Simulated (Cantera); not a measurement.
Input: 1 mol PbO, 1900 mol H2, held at 1675 K and 10.0 Torr.

Method: chemical equilibrium by Gibbs-energy minimisation in Cantera with the NASA 1993 tables (ideal gas, pure condensed phases). Candidate condensed phases: H2O, Pb, PbO, PbO2, Pb3O4; 12 gas species. Equilibrium is a limit: real reactors are often held back by kinetics, nucleation or transport.

Base state: H2 0.998, H 0.00100, Pb 0.000526, H2O 0.000526 (mole fractions); condensed: gas only.

What changes in the equilibrium state with this change: temperature from 1675 K to 725 K?


| species | before | after |
|---|---|---|
| H2 | 0.998 | 0.999 |
| H2O | 0.000526 | 0.000526 |
| Pb | 0.000526 | 2.53e-7 |
| H | 0.00100 | <1e-9 |
| Pb(l), mol | 0 | 1.000 |
